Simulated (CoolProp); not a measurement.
Vapour-liquid equilibrium of ethanol (1) + dimethyl carbonate (2) at 16.4 bar; x and y are mole fractions of (1).

The numbers come from the multi-fluid Helmholtz-energy mixture model, Schroeder 2014 and Zhou 2011; pair parameters Bell 2016 in CoolProp.

Question: Give the bubble temperature and the first vapour's composition at x = 0.275, 0.5, 0.725. Is there an azeotrope?

Answer: x = 0.275: 458.1 K, y = 0.474; x = 0.5: 449.7 K, y = 0.645; x = 0.725: 445.7 K, y = 0.780. y crosses x between x = 0.875 and 0.95: the model has an azeotrope there.

The pair parameters rest on a limited set of measurements; away from them the model extrapolates.
